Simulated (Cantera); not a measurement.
A perfectly stirred reactor is fed with C2H6 : N2 = 1 : 19 (molar parts), at 10.00 Torr; it is held at 1798 K, and followed from long to short residence time.

Model: GRI-Mech 3.0 (53 species, 325 reactions), integrated in Cantera. GRI-Mech 3.0 stops at C3 and has no aromatics, soot or wall deposition, so with more carbon than oxygen in the feed, carbon stays in small species such as C2H2 where larger ones or solid carbon would form. Radical loss at walls, strong at low pressure, is not modelled.

x: mole fraction; the columns are a selection and need not sum to one.

| τ (s) | x C2H6 | x C2H | x H2 | x C2H2 | x CH3 | x C2H4 |
|---|---|---|---|---|---|---|
| 1.8 | 6.89e-6 | 4.30e-6 | 0.0874 | 0.0441 | 0.000413 | 4.30e-5 |
| 0.96 | 1.28e-5 | 4.41e-6 | 0.0863 | 0.0438 | 0.000566 | 7.73e-5 |
| 0.52 | 2.33e-5 | 4.55e-6 | 0.0850 | 0.0434 | 0.000769 | 0.000136 |
| 0.28 | 4.25e-5 | 4.72e-6 | 0.0833 | 0.0427 | 0.00105 | 0.000241 |
| 0.15 | 7.79e-5 | 4.93e-6 | 0.0811 | 0.0418 | 0.00143 | 0.000422 |
| 0.084 | 0.000136 | 5.16e-6 | 0.0786 | 0.0407 | 0.00191 | 0.000702 |
| 0.046 | 0.000242 | 5.42e-6 | 0.0753 | 0.0392 | 0.00258 | 0.00117 |
| 0.025 | [?] | 5.69e-6 | 0.0712 | 0.0372 | [?] | [?] |
| 0.014 | 0.000747 | 5.93e-6 | 0.0664 | 0.0346 | 0.00465 | 0.00304 |
| 0.0075 | [?] | 6.09e-6 | [?] | [?] | [?] | [?] |
| 0.0041 | 0.00236 | 6.03e-6 | 0.0533 | 0.0264 | 0.00837 | 0.00712 |

Question: Fill in the missing entries.

Answer: 
- 0.025, x C2H6: 0.000432
- 0.025, x CH3: 0.00350
- 0.025, x C2H4: 0.00193
- 0.0075, x C2H6: 0.00134
- 0.0075, x H2: 0.0603
- 0.0075, x C2H2: 0.0309
- 0.0075, x CH3: 0.00629
- 0.0075, x C2H4: 0.00479
